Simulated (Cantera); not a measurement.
**Silicon etching in halogen gases: Si + HF**

A closed system holds: 1 mol Si, 1.3 mol HF, held at 1100 K and 0.400 bar.

Method: chemical equilibrium by Gibbs-energy minimisation in Cantera with the NASA 1993 tables (ideal gas, pure condensed phases). Candidate condensed phases: Si; 25 gas species. The tables' values for SiF3 are old estimates; treat these amounts as uncertain. Kinetics and transport are ignored.

```json
{
 "x(H2)": "0.656",
 "x(SiF4)": "0.312",
 "x(SiHF3)": "0.0293",
 "x(SiH2F2)": "0.00140",
 "x(SiF3)": "0.00128",
 "x(HF)": "6.67e-5",
 "x(SiH3F)": "1.63e-5",
 "x(SiF2)": "7.76e-6",
 "n(Si(s))": "0.667 mol",
 "gas_amount": "0.9676 mol"
}
```
